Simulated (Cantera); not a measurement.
Thermodynamics of silicon carbide growth, feed CH₃SiCl₃ + C₂H₄ + H₂

Feed: 1 mol CH₃SiCl₃, 0.22 mol C₂H₄, 790 mol H₂, equilibrated at 0.110 bar.

Equilibrium computed with Cantera from the NASA thermochemical tables; the gas is ideal and each condensed phase is pure. Candidate condensed phases: C, C₆H₆, C₇H₈, C₈H₁₈, Si, SiC; 109 gas species. The feed counts by its element totals alone. Gases not in the tables: Si₂H₆ and higher silanes. Kinetics and transport are ignored.

| T (K) | log p H₂ | log p H | log p HCl | log p CH₄ | log p C₂H₂ (acetylene) | log p Si | log p Cl | log p SiH | n SiC(s) | n C(graphite) |
|---|---|---|---|---|---|---|---|---|---|---|
| 950 | -0.96 | -9.73 | -3.39 | -4.21 | <-12 | <-12 | -12.18 | <-12 | 0.991 | 0 |
| 1050 | -0.96 | -8.57 | -3.38 | -4.21 | -11.45 | <-12 | -11.03 | <-12 | 0.999 | 0 |
| 1150 | -0.96 | -7.61 | -3.38 | -4.21 | -9.70 | <-12 | -10.08 | <-12 | 1.000 | 0 |
| 1250 | -0.96 | -6.80 | -3.38 | -4.21 | -8.23 | <-12 | -9.28 | -12.83 | 1.000 | 0 |
| 1350 | -0.96 | -6.10 | -3.38 | -4.22 | -6.98 | -12.06 | -8.60 | -11.74 | 1.000 | 0 |
| 1450 | -0.96 | -5.50 | -3.38 | -4.40 | -6.27 | -10.74 | -8.01 | -10.62 | 1.000 | 0.146 |
| 1550 | -0.96 | -4.98 | -3.38 | -4.61 | -5.76 | -9.53 | -7.50 | -9.59 | 1.000 | 0.238 |
| 1650 | -0.96 | -4.52 | -3.38 | -4.80 | -5.30 | -8.48 | -7.05 | -8.70 | 0.999 | 0.252 |
| 1750 | -0.96 | -4.11 | -3.38 | -4.96 | -4.90 | -7.54 | -6.65 | -7.90 | 0.999 | 0.179 |
| 1850 | -0.96 | -3.75 | -3.38 | -5.12 | -4.57 | -6.70 | -6.29 | -7.18 | 0.996 | 0 |
| 1950 | -0.96 | -3.42 | -3.38 | -5.39 | -4.53 | -5.81 | -5.97 | -6.41 | 0.979 | 0 |
| 2050 | -0.96 | -3.13 | -3.39 | -5.61 | -4.45 | -5.04 | -5.68 | -5.74 | 0.897 | 0 |
log p: log10 of the partial pressure in bar; n: condensed amount in mol.

From 950 K to 1350 K the condensed part is SiC(s). From 1450 K to 1750 K the condensed part is C(graphite) + SiC(s). From 1850 K to 2050 K the condensed part is SiC(s). The main Si-bearing gas is SiHCl₃ at 950 K and Si at 2050 K.
